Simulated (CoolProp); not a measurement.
The fluid at 293.15 K and 0.32 MPa expands adiabatically to 0.0621 MPa with isentropic efficiency 0.9. The same conditions are run with several fluids, on thermodynamics alone (safety and materials aside).

Computed with CoolProp (reference Helmholtz-energy equation of state of each fluid (C3F8 (R218): Lemmon 2006; nitrogen: Span 2000; R404A: Lemmon 2003; C2F6 (R116): Lemmon 2006)). Blends and air are pseudo-pure fits.

Rank C3F8 (R218), nitrogen, R404A, C2F6 (R116) by work (kJ/kg), highest first.

nitrogen (102), R404A (32.5), C2F6 (R116) (23.8), C3F8 (R218) (17.4)

| fluid | final temperature (K) | final density (kg/m³) |
|---|---|---|
| C3F8 (R218) | 266.6 | 5.37 |
| nitrogen | 194.3 | 1.08 |
| R404A | 248.7 | 2.99 |
| C2F6 (R116) | 258.5 | 4.03 |
